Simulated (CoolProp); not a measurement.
A simple Rankine cycle with cyclohexane: condensing at 295.15 K, boiler at 3.06 MPa, turbine inlet 546 K, turbine efficiency 0.75, pump efficiency 0.8, no recuperator. Each further row changes one setting.

The numbers come from the reference Helmholtz-energy equation of state, Zhou 2014 in CoolProp.

```json
[
 {"case": "as stated", "thermal efficiency (%)": "22.0", "net work (kJ/kg)": "174", "heat in (kJ/kg)": "792", "turbine exit temperature (K)": "434.1", "volume ratio over the turbine": "338"},
 {"case": "turbine inlet 566 K", "thermal efficiency (%)": "21.8", "net work (kJ/kg)": "186", "heat in (kJ/kg)": "854", "turbine exit temperature (K)": "458.8", "volume ratio over the turbine": "311"},
 {"case": "condensing temperature 287.15 K", "thermal efficiency (%)": "23.0", "net work (kJ/kg)": "186", "heat in (kJ/kg)": "807", "turbine exit temperature (K)": "428.3", "volume ratio over the turbine": "488"},
 {"case": "boiler pressure 2.14 MPa", "thermal efficiency (%)": "21.1", "net work (kJ/kg)": "173", "heat in (kJ/kg)": "823", "turbine exit temperature (K)": "449.8", "volume ratio over the turbine": "199"},
 {"case": "turbine efficiency 0.65", "thermal efficiency (%)": "19.0", "net work (kJ/kg)": "150", "heat in (kJ/kg)": "792", "turbine exit temperature (K)": "446.2", "volume ratio over the turbine": "347"}
]
```
